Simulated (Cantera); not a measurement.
Input: 1 mol Fe, 0.74 mol SO₂, 300 mol N₂, equilibrated at 950 K and 28.0 bar.

Cantera equilibrium calculation (NASA polynomials, part measured and part estimated; ideal gas, pure solids and liquids). Candidate condensed phases: Fe, FeO, FeS, FeSO₄, FeS₂, Fe₂O₃, Fe₂(SO₄)₃, Fe₃O₄, S; 19 gas species. FeS: taken at fixed stoichiometry. Equilibrium is a limit: real reactors are often held back by kinetics, nucleation or transport.

Base state: N₂ 0.999, SO₂ 0.00110, S₂ 4.20e-5 (mole fractions); condensed: FeS(s) + Fe₃O₄(s).

**Question.** What changes in the equilibrium state with this change: temperature from 950 K to 1975 K?

**Answer.** 
```csv
species,before,after
N₂,0.999,0.998
S₂,4.20e-5,0.000772
SO₂,0.00110,0.000707
S,<1e-9,1.41e-5
SO,3.54e-8,0.000171
S₂O,2.37e-6,1.31e-5
"FeS(s), mol",0.384,0
"Fe₃O₄(s), mol",0.205,0
"FeO(l), mol",0,0.999
```
The tables' stoichiometric FeO is somewhat more stable than real wüstite, so its field is too wide. FeO: taken at fixed stoichiometry.
